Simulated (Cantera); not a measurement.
# Pyrogenic steam for wet oxidation

An isothermal, constant-pressure homogeneous reactor starts with 41.4 % H2, 31.8 % O2, 26.8 % N2, at 1398 K and 1.00 bar.

Model: GRI-Mech 3.0 (53 species, 325 reactions), integrated in Cantera. The temperature is held fixed by assumption; the heat of reaction is taken as removed at once.

```json
[
 {"t (s)": "2.00e-6", "x H2": "0.414", "x O2": "0.318", "x N2O": "<1e-12", "x H2O2": "5.39e-9", "x O": "4.12e-7", "x H2O": "2.13e-6", "x H": "2.06e-6"},
 {"t (s)": "5.37e-6", "x H2": "0.413", "x O2": "0.318", "x N2O": "1.79e-11", "x H2O2": "1.79e-7", "x O": "7.04e-5", "x H2O": "0.000439", "x H": "0.000346"},
 {"t (s)": "1.44e-5", "x H2": "0.0479", "x O2": "0.151", "x N2O": "5.59e-8", "x H2O2": "2.19e-5", "x O": "0.0263", "x H2O": "0.383", "x H": "0.0675"},
 {"t (s)": "3.86e-5", "x H2": "0.00556", "x O2": "0.141", "x N2O": "1.29e-7", "x H2O2": "9.90e-6", "x O": "0.00178", "x H2O": "0.511", "x H": "0.00131"},
 {"t (s)": "0.000104", "x H2": "0.000670", "x O2": "0.140", "x N2O": "1.56e-7", "x H2O2": "2.70e-6", "x O": "0.000169", "x H2O": "0.520", "x H": "4.31e-5"},
 {"t (s)": "0.000278", "x H2": "8.61e-5", "x O2": "0.140", "x N2O": "1.66e-7", "x H2O2": "8.20e-7", "x O": "2.73e-5", "x H2O": "0.522", "x H": "2.60e-6"},
 {"t (s)": "0.000746", "x H2": "1.31e-5", "x O2": "0.140", "x N2O": "1.69e-7", "x H2O2": "2.70e-7", "x O": "6.39e-6", "x H2O": "0.522", "x H": "2.48e-7"},
 {"t (s)": "0.00200", "x H2": "3.12e-6", "x O2": "0.141", "x N2O": "1.68e-7", "x H2O2": "9.77e-8", "x O": "1.93e-6", "x H2O": "0.522", "x H": "3.89e-8"},
 {"t (s)": "0.00537", "x H2": "1.13e-6", "x O2": "0.141", "x N2O": "1.59e-7", "x H2O2": "4.11e-8", "x O": "7.24e-7", "x H2O": "0.522", "x H": "9.41e-9"},
 {"t (s)": "0.0144", "x H2": "6.71e-7", "x O2": "0.141", "x N2O": "1.32e-7", "x H2O2": "2.41e-8", "x O": "3.93e-7", "x H2O": "0.522", "x H": "4.31e-9"},
 {"t (s)": "0.0386", "x H2": "6.15e-7", "x O2": "0.141", "x N2O": "8.17e-8", "x H2O2": "2.16e-8", "x O": "3.47e-7", "x H2O": "0.522", "x H": "3.74e-9"},
 {"t (s)": "0.104", "x H2": "6.14e-7", "x O2": "0.141", "x N2O": "3.01e-8", "x H2O2": "2.16e-8", "x O": "3.46e-7", "x H2O": "0.522", "x H": "3.73e-9"},
 {"t (s)": "0.278", "x H2": "6.14e-7", "x O2": "0.141", "x N2O": "1.62e-8", "x H2O2": "2.16e-8", "x O": "3.46e-7", "x H2O": "0.522", "x H": "3.73e-9"},
 {"t (s)": "0.746", "x H2": "6.14e-7", "x O2": "0.141", "x N2O": "1.60e-8", "x H2O2": "2.16e-8", "x O": "3.46e-7", "x H2O": "0.522", "x H": "3.73e-9"},
 {"t (s)": "2.00", "x H2": "6.14e-7", "x O2": "0.141", "x N2O": "1.60e-8", "x H2O2": "2.16e-8", "x O": "3.46e-7", "x H2O": "0.522", "x H": "3.73e-9"}
]
```
x: mole fraction; the columns are a selection and need not sum to one.

Equilibrium at this temperature and pressure: H2 6.15e-7, O2 0.140, N2O 1.60e-8, H2O2 2.16e-8, O 3.46e-7, H2O 0.522, H 3.73e-9 (gas phase only).
